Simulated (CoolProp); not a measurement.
A single-stage vapour-compression cycle with ethanol: evaporating at 321.15 K (dew point), condensing at 380.15 K (bubble point), superheat 8 K, subcooling 0 K, compressor efficiency 0.85, no pressure losses. Each further row changes one setting.

The numbers come from the reference Helmholtz-energy equation of state, Schroeder 2014 in CoolProp.

```csv
case,cooling COP,pressure ratio,discharge temperature (K),refrigerating effect (kJ/kg),volumetric capacity (kJ/m³)
as stated,3.95,10.6,442.1,733,333
evaporating temperature 326.15 K,[?],[?],436.1,740,422
condensing temperature 375.15 K,4.38,8.99,433.9,749,341
subcooling 5 K,[?],10.6,442.1,749,341
superheat 18 K,[?],10.6,[?],749,[?]
compressor efficiency 0.75,3.49,10.6,454.4,733,333
```

**Question.** What belongs in the gaps?

**Answer.** 
- evaporating temperature 326.15 K, cooling COP: 4.44
- evaporating temperature 326.15 K, pressure ratio: 8.36
- subcooling 5 K, cooling COP: 4.04
- superheat 18 K, cooling COP: 3.92
- superheat 18 K, discharge temperature (K): 452.7
- superheat 18 K, volumetric capacity (kJ/m³): 330
